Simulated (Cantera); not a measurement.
What does this Cantera script print?

```python
import numpy as np
import cantera as ct

gas_names = """
    H HO2 H2 H2O H2O2 O OH O2 O3 Ti TiO TiO2
""".split()
cond_names = """
    H2O(s) H2O(L) Ti(a) Ti(b) Ti(L) TiO(a) TiO(b) TiO(L) TiO2(ru) TiO2(L) Ti2O3(a) Ti2O3(b) Ti2O3(L)
    Ti3O5(a) Ti3O5(b) Ti3O5(L) Ti4O7(s) Ti4O7(L)
""".split()


# ... load() reads the species with a 1 bar reference pressure and builds the phases ...
atoms = {
    'Ti': {'Ti': 1},
    'O2': {'O': 2},
    'H2': {'H': 2},
}
top_T = {}  # K; cautious upper limits of use, not melting points


# ... equilibrate(T, P, feed) seeds the gas with the atoms and calls Mixture.equilibrate('TP', solver="vcs", rtol=1e-11, max_steps=5000) ...
results = []
feed = {'Ti': 1, 'O2': 0.2, 'H2': 3.2}  # mol
P = 22  # Pa
for T in [1498, 1548, 1598, 1648, 1698, 1748, 1798, 1848, 1898, 1948, 1998, 2048, 2098, 2148]:
    mix = equilibrate(T, P, feed)
    results.append((T, P, feed, dict(zip(mix.species_names, mix.species_moles))))

top = {s: max(r[3][s] / sum(r[3][g] for g in gas_names) for r in results) for s in gas_names}
cols = sorted((s for s in top if top[s] > 0.0001), key=lambda s: -top[s])[:5]
seen = [c for c in cond_names if any(r[3].get(c, 0) > 1e-12 for r in results)]
print("log10 of partial pressures in bar; condensed amounts in mol")
print(f"{'T/K':>10s}" + "".join(f"{s[:9]:>10s}" for s in cols + seen))
for T, P, feed, n in results:
    ng = sum(n[g] for g in gas_names)
    print(f"{T:10.4g}" + "".join(f"{np.log10(max(n[s] / ng * P / 1e5, 1e-99)):10.3f}" for s in cols)
          + "".join(f"{n.get(c, 0):10.4g}" for c in seen))
```

Result:

```
log10 of partial pressures in bar; condensed amounts in mol
       T/K        H2         H        Ti       TiO     Ti(b)     Ti(L)    TiO(b)    TiO(L)
      1498    -3.658    -6.594    -8.989   -11.069       0.6         0       0.4         0
      1548    -3.658    -6.341    -8.472   -10.429       0.6         0       0.4         0
      1598    -3.659    -6.103    -7.988    -9.830    0.5999         0       0.4         0
      1648    -3.660    -5.880    -7.533    -9.269    0.5996         0       0.4         0
      1698    -3.662    -5.671    -7.106    -8.743    0.5989         0       0.4         0
      1748    -3.665    -5.473    -6.704    -8.248    0.5971         0    0.3999         0
      1798    -3.669    -5.288    -6.325    -7.782     0.593         0    0.3998         0
      1848    -3.675    -5.113    -5.967    -7.343    0.5839         0    0.3993         0
      1898    -3.685    -4.950    -5.628    -6.928    0.5645         0    0.3982         0
      1948    -3.701    -4.798    -5.308    -6.536         0     0.524    0.3955         0
      1998    -3.727    -4.658    -5.014    -6.165         0    0.4441     0.389         0
      2048    -3.767    -4.534    -4.735    -5.826         0    0.2826         0    0.3742
      2098    -3.829    -4.426    -4.504    -5.517         0         0         0    0.3417
      2148    -3.868    -4.314    -4.523    -5.224         0         0         0    0.2803
```

Method: chemical equilibrium by Gibbs-energy minimisation in Cantera with the NASA 1993 tables (ideal gas, pure condensed phases). Each liquid is taken as pure. Mutual solubility and eutectic melting of coexisting phases are not modelled. TiO: taken at fixed stoichiometry. Condensed phases not in the tables: N, O or C dissolved in the metal.
